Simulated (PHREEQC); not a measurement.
Make-up at 25 °C: 0.11 mol/kgw HF, 0.00054 mol/kgw KF, 0.0033 mol/kgw (NH4)2SiF6 and 0.0034 mol/kgw H2SO4. Closed to the air; pH follows from the charge balance.

Model: ion-association model, phreeqc.dat, run in PHREEQC.

No solid was allowed to form.

Q: What pH, ionic strength does the model give?

A: pH 1.92; ionic strength 0.0260 mol/kgw.

Q: In which forms is N present?

A: NH4+ 99 %, NH4SO4- 1.3 % of the N.

SiF6-2 is the database's only silicon fluoride.
